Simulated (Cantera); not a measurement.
An adiabatic, constant-pressure homogeneous reactor starts with CO : H₂ : CH₄ : O₂ : N₂ = 1.4 : 0.077 : 0.37 : 0.799 : 3 (molar parts), equivalence ratio 1.9, at 1375 K and 0.987 atm.

Detailed kinetics in Cantera: GRI-Mech 3.0 (53 species, 325 reactions).

Question: Predict: time of steepest temperature rise; temperature at 0.200 s; equilibrium temperature; x(CO) at 0.200 s; x(H₂) at 0.200 s; x(H₂O₂) at 0.200 s; x(H) at 0.200 s.

Answer: 
| Quantity | Result |
|---|---|
| time of steepest temperature rise | 1.71 ms |
| temperature at 0.200 s | 2684 K |
| equilibrium temperature | 2684 K |
| x(CO) at 0.200 s | 0.213 (gas-phase equilibrium 0.213) |
| x(H₂) at 0.200 s | 0.0330 (gas-phase equilibrium 0.0330) |
| x(H₂O₂) at 0.200 s | 4.45e-8 (gas-phase equilibrium 4.45e-8) |
| x(H) at 0.200 s | 0.00977 (gas-phase equilibrium 0.00977) |
